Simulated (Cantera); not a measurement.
An adiabatic, constant-volume homogeneous reactor starts with CH₄ : C₂H₆ : C₃H₈ : O₂ : N₂ = 1 : 0.078 : 0.28 : 6.33 : 23.8 (molar parts), equivalence ratio 0.58, at 1775 K and 700000 Pa. Integrator tolerance rtol = 1e-08.

Model: GRI-Mech 3.0 (53 species, 325 reactions), integrated in Cantera. GRI-Mech 3.0 was tuned for natural gas; its chemistry of propane as a main component is partial and can be far from experiment.

```
quantity                                                          before                                  after
---------------------------------  -------------------------------------  -------------------------------------
time of steepest temperature rise                                4.48 µs                                5.12 µs
temperature at 0.800 s                                            2909 K                                 2898 K
equilibrium temperature                                           2909 K                                 2898 K
x(CH₄) at 0.800 s                  <1e-12 (gas-phase equilibrium <1e-12)  <1e-12 (gas-phase equilibrium <1e-12)
x(C₂H₆) at 0.800 s                 <1e-12 (gas-phase equilibrium <1e-12)  <1e-12 (gas-phase equilibrium <1e-12)
x(C₃H₈) at 0.800 s                 <1e-12 (gas-phase equilibrium <1e-12)  <1e-12 (gas-phase equilibrium <1e-12)
x(C₂H₂) at 0.800 s                 <1e-12 (gas-phase equilibrium <1e-12)  <1e-12 (gas-phase equilibrium <1e-12)
x(CH₂CO) at 0.800 s                <1e-12 (gas-phase equilibrium <1e-12)  <1e-12 (gas-phase equilibrium <1e-12)
x(C₂H₄) at 0.800 s                 <1e-12 (gas-phase equilibrium <1e-12)  <1e-12 (gas-phase equilibrium <1e-12)
x(H₂O) at 0.800 s                  0.0909 (gas-phase equilibrium 0.0909)  0.0914 (gas-phase equilibrium 0.0914)
```

### Question
Name the change that produced these shifts.
A) N2 23.8 to 70 parts
B) initial temperature 1775 to 1350 K
C) CH4 1 to 0.57 parts
D) initial temperature 1775 to 1750 K

### Answer
D, initial temperature 1775 to 1750 K
